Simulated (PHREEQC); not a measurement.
A column of 1 m (30 cells, dispersivity 0.035 m, 60 s a shift, diffusion coefficient 3e-10 m²/s) holds 0.026 eq of the database's cation exchanger X per kg of pore water, first in equilibrium with 0.0037 mol MgSO4 and 1e-05 mol HCl per kg of water. It is flushed with 29 mmol/kgw (NH4)2SO4 and 0.01 mmol/kgw HCl, at 15 °C. Values are for the last cell. No CO2 enters from the air. Precipitation was switched off in this run.

Model: ion-association model, phreeqc.dat, run in PHREEQC.

Question: Predict NH4 in solution (mol/kgw), Mg in solution (mol/kgw) at pore volumes = 0.2167, 2.317, 2.617.

Answer: 
```csv
pore volumes,NH4 in solution (mol/kgw),Mg in solution (mol/kgw)
0.2167,0,0.00370
2.317,0.0557,0.00114
2.617,0.0571,0.000450
```
